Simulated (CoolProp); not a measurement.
Vapour-liquid equilibrium of R134a (1) + R1234ze(E) (2) at 363 kPa; x and y are mole fractions of (1).

The numbers come from the multi-fluid Helmholtz-energy mixture model, Tillner-Roth 1994 and Thol 2016; pair parameters Bell 2022 in CoolProp.

```tsv
x	bubble temperature, mixture model (°C)	bubble temperature, Raoult's law (°C)	y, mixture model	y, Raoult's law
0.05	14.0	14.4	0.073	0.066
0.2	11.9	12.9	0.262	0.251
0.35	10.2	11.5	0.421	0.420
0.5	8.9	10.1	0.563	0.573
0.65	7.9	8.8	0.696	0.714
0.8	7.0	7.6	0.826	0.843
0.95	6.3	6.5	0.956	0.962
```

The largest gap from Raoult's law is -1.3 K in bubble temperature, at x = 0.35. No azeotrope shows between x = 0.05 and 0.95.

The pair parameters rest on a limited set of measurements; away from them the model extrapolates.
